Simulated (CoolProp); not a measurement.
Properties of decamethyltetrasiloxane (MD2M) along the isobar 1320 kPa.

The numbers come from the reference Helmholtz-energy equation of state, Thol 2017 in CoolProp.

| T (K) | phase | cv (kJ/(kg K)) | expansivity (1/kK) | fugacity coefficient |
|---|---|---|---|---|
| 442.4 | liquid | 1.782 | 1.594 | ? |
| 464.9 | liquid | 1.827 | 1.754 | 0.07777 |
| 487.4 | liquid | ? | ? | 0.1260 |
| 509.9 | liquid | 1.912 | 2.256 | 0.1912 |
| 532.4 | liquid | 1.954 | 2.682 | ? |
| 555 | liquid | 1.996 | ? | 0.3736 |
| 577.5 | liquid | ? | 5.107 | 0.4863 |
| 600 | supercritical | 2.101 | 16.91 | 0.6052 |

**Question.** Fill in the missing entries.

**Answer.** 
- 442.4, fugacity coefficient: 0.04441
- 487.4, cv (kJ/(kg K)): 1.870
- 487.4, expansivity (1/kK): 1.966
- 532.4, fugacity coefficient: 0.2739
- 555, expansivity (1/kK): 3.409
- 577.5, cv (kJ/(kg K)): 2.040
